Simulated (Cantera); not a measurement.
A freely propagating, adiabatic, planar premixed flame of 27.6 % CO, 7.73 % H2, 13.6 % O2, 51.1 % N2, equivalence ratio 1.3, unburnt at 675 K and 1.00 bar; multicomponent+Soret transport, grid criteria slope 0.08 and curve 0.16, no radiation.

Detailed kinetics in Cantera: GRI-Mech 3.0 (53 species, 325 reactions). Burning velocities carry a grid error of a few per cent, more on coarse grids.

Q: Predict: laminar burning velocity; thermal thickness; peak x(O); peak x(HO2); peak x(OH).

A: 
```
Item                        Result
------------------------  --------
laminar burning velocity  382 cm/s
thermal thickness         0.728 mm
peak x(O)                   0.0183
peak x(HO2)               0.000200
peak x(OH)                  0.0105
```
